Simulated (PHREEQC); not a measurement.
Solution (25 °C): 0.016 mol MgCl2, 0.056 mol Na2SO4 and 0.0002 mol H4SiO4 per kg of water. Closed to the air; pH follows from the charge balance.

Computed with PHREEQC (ion-association model, phreeqc.dat).

| quantity | before | after |
|---|---|---|
| pH | 6.81 | 6.93 |
| Na+ (mol/kgw) | 0.105 | 0.475 |
| SO4-2 (mol/kgw) | 0.0412 | 0.185 |
| MgSO4 (mol/kgw) | 0.00810 | 0.0106 |
| Mg+2 (mol/kgw) | 0.00790 | 0.00544 |
| SI of Chalcedony (SiO2) | -0.13 | -0.07 |

Task: Name the change that produced these shifts.
(A) H4SiO4 from 0.0002 to 0.00018 mol/kgw
(B) diluted 10-fold with water
(C) MgCl2 from 0.016 to 0.0032 mol/kgw
(D) MgCl2 from 0.016 to 0.032 mol/kgw
(E) Na2SO4 from 0.056 to 0.28 mol/kgw

Result: E, Na2SO4 from 0.056 to 0.28 mol/kgw

No solid was allowed to form. Some of these states are supersaturated (in Quartz (slow to form), for instance).
